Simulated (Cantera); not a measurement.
An adiabatic, constant-volume homogeneous reactor starts with CH4 : O2 : N2 = 1 : 3.08 : 11.6 (molar parts), equivalence ratio 0.65, at 1325 K and 0.987 atm. Integrator tolerance rtol = 1e-08.

Cantera simulation using GRI-Mech 3.0 (53 species, 325 reactions); the numbers are that mechanism's predictions, not measurements.

| quantity | before | after |
|---|---|---|
| time of steepest temperature rise | 6.61 ms | 1.76 ms |
| temperature at 4.00 s | 2654 K | 2729 K |
| equilibrium temperature | 2654 K | 2729 K |
| x(CH4) at 4.00 s | <1e-12 (gas-phase equilibrium <1e-12) | <1e-12 (gas-phase equilibrium <1e-12) |
| x(O2) at 4.00 s | 0.0619 (gas-phase equilibrium 0.0619) | 0.0603 (gas-phase equilibrium 0.0603) |
| x(C2H6) at 4.00 s | <1e-12 (gas-phase equilibrium <1e-12) | <1e-12 (gas-phase equilibrium <1e-12) |
| x(CH3) at 4.00 s | <1e-12 (gas-phase equilibrium <1e-12) | <1e-12 (gas-phase equilibrium <1e-12) |
| x(CO) at 4.00 s | 0.0115 (gas-phase equilibrium 0.0115) | 0.00799 (gas-phase equilibrium 0.00799) |

Question: Name the change that produced these shifts.
A. pressure from 0.987 atm to 3.85 atm
B. pressure from 0.987 atm to 4.74 atm
C. pressure from 0.987 atm to 3.36 atm
D. CH4 1 to 0.5 parts

Answer: B, pressure from 0.987 atm to 4.74 atm
